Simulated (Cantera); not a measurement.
Mixture: 19.5 % CH4, 23.0 % O2, 57.4 % N2, at 0.320 bar, adiabatic and at constant pressure. Ignition delay is the time to a rise of 400 K.

Cantera simulation using GRI-Mech 3.0 (53 species, 325 reactions); the numbers are that mechanism's predictions, not measurements.

**Question.** Predict: delay at 1175 K; delay at 1325 K; delay at 1475 K; delay at 1625 K; delay at 1775 K; apparent activation energy between 1625 and 1775 K.

**Answer.** 
```
Quantity                                                 Value
--------------------------------------------------  ----------
delay at 1175 K                                        0.161 s
delay at 1325 K                                        19.1 ms
delay at 1475 K                                        3.30 ms
delay at 1625 K                                       0.854 ms
delay at 1775 K                                       0.302 ms
apparent activation energy between 1625 and 1775 K  170 kJ/mol
```
